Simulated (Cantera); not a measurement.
A closed system holds: 1 mol CsCl, 0.97 mol H2, 0.21 mol N2, equilibrated at 1350 K and 10.0 mbar.

Method: chemical equilibrium by Gibbs-energy minimisation in Cantera with the NASA 1993 tables (ideal gas, pure condensed phases). Candidate condensed phases: Cs, CsCl, NH4Cl; 16 gas species. The numbers say what is thermodynamically allowed, not how fast it happens.

Base state: CsCl 0.448, H2 0.447, N2 0.0969, Cs2Cl2 0.00640, Cs 0.000866, HCl 0.000866, H 1.59e-5 (mole fractions); condensed: gas only.

Question: What changes in the equilibrium state with this change: temperature from 1350 K to 1123 K?

Answer: 
| species | before | after |
|---|---|---|
| H2 | 0.447 | 0.481 |
| CsCl | 0.448 | 0.335 |
| N2 | 0.0969 | 0.104 |
| Cs2Cl2 | 0.00640 | 0.0804 |
| H | 1.59e-5 | 2.95e-7 |
| Cs | 0.000866 | 0.000102 |
| HCl | 0.000866 | 0.000102 |

Question: What changes in the equilibrium state with this change: CsCl replaced by CaCl2?

Answer: 
```tsv
species	before	after
H2	0.447	0.810
N2	0.0969	0.175
CaCl2	0	0.0146
CsCl	0.448	0
Cs2Cl2	0.00640	0
Cs	0.000866	0
CaCl	0	7.89e-5
CaCl2(l), mol	0	0.982
```
Further candidate phases: Ca, CaCl2.
